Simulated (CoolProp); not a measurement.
Vapour-liquid equilibrium of CF4 (R14) (1) + R13 (2) at 196 K; x and y are mole fractions of (1).

The numbers come from the multi-fluid Helmholtz-energy mixture model, Platzer 1990 and Platzer 1990; pair parameters Bell 2016 in CoolProp. This equation is an older, rougher fit; its heat capacities, sound speeds and derivatives of the liquid may be far off and weren't checked against measurements.

| x | bubble pressure (bar) | y at the bubble point | dew pressure at overall composition x (bar) | liquid density (mol/L) |
|---|---|---|---|---|
| 0.05 | 2.023 | 0.389 | 1.330 | 14.45 |
| 0.2 | 4.086 | 0.723 | 1.569 | 14.58 |
| 0.35 | 5.897 | 0.829 | 1.909 | 14.69 |
| 0.5 | 7.554 | 0.885 | 2.435 | 14.77 |
| 0.65 | 9.160 | 0.924 | 3.347 | 14.79 |
| 0.8 | 10.83 | 0.956 | 5.273 | 14.75 |
| 0.95 | 12.71 | 0.989 | 10.48 | 14.60 |

No azeotrope shows between x = 0.05 and 0.95.

The pair parameters rest on a limited set of measurements; away from them the model extrapolates. The gap from Raoult's law changes sign with composition, which may be real or a fault of the pair parameters; it wasn't checked against measurements.
